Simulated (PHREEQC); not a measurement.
PHREEQC input (ion-association model, phreeqc.dat):

```
SOLUTION_SPECIES
  CO3-2 + 10 H+ + 8 e- = CH4 + 3 H2O  # shut off: no methane
    -log_k -100
    -delta_h 0
    -analytic -100
SOLUTION 1
  temp 25
  units mol/kgw
  pH 7 charge
  C(4) 0.021
  Na 0.042
END
SELECTED_OUTPUT 1
  -reset false
  -pH true
  -pe true
  -ionic_strength true
  -water true
  -totals C Na C(-4) C(4) Ntg
  -molalities H+ Na+ CO3-2 OH- HCO3- CO2 (CO2)2 NaOH NaCO3- NaHCO3
USER_PUNCH 1
  -headings p_Ntg(g) phi_Ntg(g) p_H2O(g) phi_H2O(g) density
  10 PUNCH PR_P("Ntg(g)"), PR_PHI("Ntg(g)"), PR_P("H2O(g)"), PR_PHI("H2O(g)"), RHO
PRINT
  -reset false
USE solution 1
REACTION_TEMPERATURE 1
  10
GAS_PHASE 1
  -fixed_pressure
  -pressure 2
  -temperature 10
  -volume 20
  Ntg(g) 2
  H2O(g) 0
END
# ... the last block is repeated for the other 10 points of P (atm)
```

Selected output (columns that matter, 11 of 11 rows; P (atm) added in front):

```
P (atm)	pH	mu	C	Na	Ntg	m_H+	m_Na+	m_CO3-2	m_OH-	p_Ntg(g)	phi_Ntg(g)	p_H2O(g)	phi_H2O(g)	density
2	11.46	0.056628	0.021004	0.042008	0.0016669	4.0712e-12	0.039333	0.017295	0.0010513	1.9876	0.99875	0.012366	0.99334	1.0022
5	11.459	0.056631	0.021004	0.042008	0.0041592	4.0844e-12	0.039335	0.017296	0.0010509	4.9875	0.99691	0.012512	0.98398	1.0023
10	11.456	0.056637	0.021004	0.042008	0.0082515	4.1065e-12	0.039337	0.0173	0.0010502	9.9872	0.99392	0.012758	0.96868	1.0026
20	11.452	0.056648	0.021004	0.042008	0.016214	4.1508e-12	0.039342	0.017306	0.0010489	19.987	0.98829	0.01326	0.93914	1.003
30	11.447	0.05666	0.021004	0.042009	0.023894	4.1952e-12	0.039347	0.017313	0.0010475	29.986	0.98309	0.013773	0.91102	1.0035
40	11.442	0.056671	0.021005	0.042009	0.031311	4.2398e-12	0.039352	0.017319	0.0010461	39.986	0.97831	0.014299	0.88426	1.004
50	11.438	0.056683	0.021005	0.04201	0.038478	4.2845e-12	0.039357	0.017325	0.0010447	49.985	0.97396	0.014834	0.85884	1.0044
75	11.426	0.056711	0.021005	0.04201	0.055406	4.3969e-12	0.03937	0.017341	0.0010413	74.984	0.96483	0.016213	0.80088	1.0056
100	11.415	0.056739	0.021006	0.042011	0.071085	4.5101e-12	0.039382	0.017357	0.0010379	99.982	0.95807	0.017636	0.75032	1.0068
150	11.394	0.056793	0.021007	0.042013	0.09938	4.739e-12	0.039406	0.017387	0.001031	149.98	0.95101	0.020562	0.66837	1.0091
200	11.373	0.056847	0.021007	0.042015	0.12447	4.9708e-12	0.039429	0.017417	0.0010241	199.98	0.95145	0.023512	0.607	1.0113
```

At this temperature some constants are extrapolated from 25 °C, and those without enthalpy data are left unchanged.
